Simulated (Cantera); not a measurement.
An isothermal, constant-pressure homogeneous reactor starts with 17.6 % H2, 14.7 % O2, 66.1 % N2, 1.62 % H2O, equivalence ratio 0.60, at 1100 K and 0.133 bar.

Model: GRI-Mech 3.0 (53 species, 325 reactions), integrated in Cantera. The temperature is held fixed by assumption; the heat of reaction is taken as removed at once.

One state of this run: x H2 = 3.02e-9; x O2 = 0.0644; x OH = 1.22e-6; x NO = 4.06e-6; x HO2 = 1.44e-9; x H2O = 0.211. x: mole fraction; the columns are a selection and need not sum to one.

Which value of t (s) does it belong to?
A. 0.00224
B. 200
C. 0.00631
D. 0.000100

B, 200
